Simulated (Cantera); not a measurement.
A closed system holds: 1 mol Si, 3.3 mol HBr, 4.5 mol N2, equilibrated at 0.000490 bar.

These are equilibrium values from Cantera (NASA tables, ideal gas, pure condensed phases), not measurements of a reactor. Candidate condensed phases: Br2, Si, Si3N4; 28 gas species. N2 is the only nitrogen source here; it is nearly inert below about 1500 K, so the nitride shown seldom forms there in practice. Rates play no part.

Question: What share of the Si ends up in condensed phases as a function of T (°C), at 502, 552, 602, 652, 702, 752, 802, 852, 902, 952, 1002, 1052, 1102, 1152?

Answer: 
```tsv
T (°C)	Si condensed (%)	as
502	81.7	Si3N4(s)
552	82.2	Si3N4(s)
602	82.5	Si3N4(s)
652	82.8	Si3N4(s)
702	83.1	Si3N4(s)
752	83.3	Si3N4(s)
802	83.3	Si3N4(s)
852	83.0	Si3N4(s)
902	81.4	Si3N4(s)
952	77.0	Si3N4(s)
1002	68.0	Si3N4(s)
1052	55.0	Si3N4(s)
1102	40.1	Si3N4(s)
1152	25.3	Si3N4(s)
```
